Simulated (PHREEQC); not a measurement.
# Nickel, zinc or cadmium bath: an equilibrium model

Make-up at 25 °C: 0.0038 mol ZnCl2 and 0.033 mol H3BO3 per kg of water. Closed to the air; pH follows from the charge balance.

The numbers come from PHREEQC with the ion-association model, wateq4f.dat.

Each row changes one thing in this solution. Precipitation was switched off in this run.

```csv
case,pH,ionic strength (mol/kgw)
as made,5.32,0.0113
H3BO3 from 0.033 to 0.0165 mol/kgw,5.44,0.0113
ZnCl2 from 0.0038 to 0.0019 mol/kgw,5.34,0.00568
H3BO3 left out,?,0.0113
ZnCl2 left out,?,4.37e-6
diluted 100-fold with water,6.31,0.000114
ZnCl2 replaced by ZnI2 at the same molality,5.33,?
ZnCl2 from 0.0038 to 0.00076 mol/kgw,5.35,0.00228
temperature from 25 to 80 °C,?,?
```

### Question
What belongs in the gaps?

### Answer

- H3BO3 left out, pH: 5.74
- ZnCl2 left out, pH: 5.36
- ZnCl2 replaced by ZnI2 at the same molality, ionic strength (mol/kgw): 0.0114
- temperature from 25 to 80 °C, pH: 4.95
- temperature from 25 to 80 °C, ionic strength (mol/kgw): 0.0107

Complexes and solids missing from the database can't appear. At this temperature some constants are extrapolated from 25 °C, and those without enthalpy data are left unchanged.
